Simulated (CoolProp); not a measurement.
Saturation properties of n-decane.

The numbers come from the reference Helmholtz-energy equation of state, Lemmon 2006 in CoolProp. It is a short technical equation, of lower accuracy than the large ones.

```
T (°C)   p (MPa)  vapour density (kg/m³)  liquid cp (kJ/(kg K))  vapour viscosity (µPa s)  liquid conductivity (mW/(m K))
------  --------  ----------------------  ---------------------  ------------------------  ------------------------------
26.35        [?]                 0.01144                  2.198                      5.29                             129
60.15   0.001537                 0.07914                  2.329                       [?]                             120
93.85   0.007453                  0.3509                  2.467                      6.42                             112
127.65   0.02620                   1.147                  2.610                      6.97                             105
161.45   0.07258                   3.010                  2.756                      7.51                            97.5
195.25    0.1684                     [?]                  2.907                      8.06                            90.9
228.95    0.3416                   13.68                  3.067                      8.67                             [?]
262.75    0.6279                   26.04                  3.257                      9.47                            79.8
296.55     1.070                   49.14                  3.548                      10.9                            75.2
330.35       [?]                   105.6                  4.716                      15.0                            72.1
```

### Question
Complete the blanks.

### Answer

- 26.35, p (MPa): 0.0002001
- 60.15, vapour viscosity (µPa s): 5.86
- 195.25, vapour density (kg/m³): 6.768
- 228.95, liquid conductivity (mW/(m K)): 85.0
- 330.35, p (MPa): 1.731

It boils at 174.1 °C under 1 atm.

Viscosity comes from a separate model (Huber 2004). Thermal conductivity comes from a separate model (Huber 2005).
